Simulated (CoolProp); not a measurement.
Properties of octamethylcyclotetrasiloxane (D4) along the isobar 0.901 MPa.

Computed with CoolProp (reference Helmholtz-energy equation of state, Thol 2015).

```json
[
 {"T (°C)": "257.25", "phase": "liquid", "Z": "0.09547", "cp (kJ/(kg K))": "2.242", "isothermal compressibility (1/MPa)": "0.02914", "expansivity (1/kK)": "3.442", "fugacity coefficient": "0.5024"},
 {"T (°C)": "264.15", "phase": "liquid", "Z": "0.09664", "cp (kJ/(kg K))": "2.278", "isothermal compressibility (1/MPa)": "0.03594", "expansivity (1/kK)": "3.859", "fugacity coefficient": "0.5506"},
 {"T (°C)": "271.05", "phase": "liquid", "Z": "0.09818", "cp (kJ/(kg K))": "2.322", "isothermal compressibility (1/MPa)": "0.04593", "expansivity (1/kK)": "4.439", "fugacity coefficient": "0.6005"},
 {"T (°C)": "277.95", "phase": "liquid", "Z": "0.1002", "cp (kJ/(kg K))": "2.382", "isothermal compressibility (1/MPa)": "0.06197", "expansivity (1/kK)": "5.312", "fugacity coefficient": "0.6520"},
 {"T (°C)": "284.85", "phase": "liquid", "Z": "0.1032", "cp (kJ/(kg K))": "2.474", "isothermal compressibility (1/MPa)": "0.09177", "expansivity (1/kK)": "6.821", "fugacity coefficient": "0.7045"},
 {"T (°C)": "291.75", "phase": "gas", "Z": "0.6202", "cp (kJ/(kg K))": "2.244", "isothermal compressibility (1/MPa)": "2.278", "expansivity (1/kK)": "10.27", "fugacity coefficient": "0.7323"},
 {"T (°C)": "298.65", "phase": "gas", "Z": "0.6527", "cp (kJ/(kg K))": "2.190", "isothermal compressibility (1/MPa)": "2.021", "expansivity (1/kK)": "8.240", "fugacity coefficient": "0.7456"},
 {"T (°C)": "305.55", "phase": "gas", "Z": "0.6795", "cp (kJ/(kg K))": "2.161", "isothermal compressibility (1/MPa)": "1.859", "expansivity (1/kK)": "6.975", "fugacity coefficient": "0.7579"},
 {"T (°C)": "312.45", "phase": "gas", "Z": "0.7024", "cp (kJ/(kg K))": "2.145", "isothermal compressibility (1/MPa)": "1.746", "expansivity (1/kK)": "6.099", "fugacity coefficient": "0.7694"},
 {"T (°C)": "319.35", "phase": "gas", "Z": "0.7223", "cp (kJ/(kg K))": "2.136", "isothermal compressibility (1/MPa)": "1.662", "expansivity (1/kK)": "5.450", "fugacity coefficient": "0.7801"},
 {"T (°C)": "326.25", "phase": "gas", "Z": "0.7400", "cp (kJ/(kg K))": "2.132", "isothermal compressibility (1/MPa)": "1.597", "expansivity (1/kK)": "4.947", "fugacity coefficient": "0.7901"},
 {"T (°C)": "333.15", "phase": "gas", "Z": "0.7559", "cp (kJ/(kg K))": "2.131", "isothermal compressibility (1/MPa)": "1.544", "expansivity (1/kK)": "4.544", "fugacity coefficient": "0.7996"}
]
```
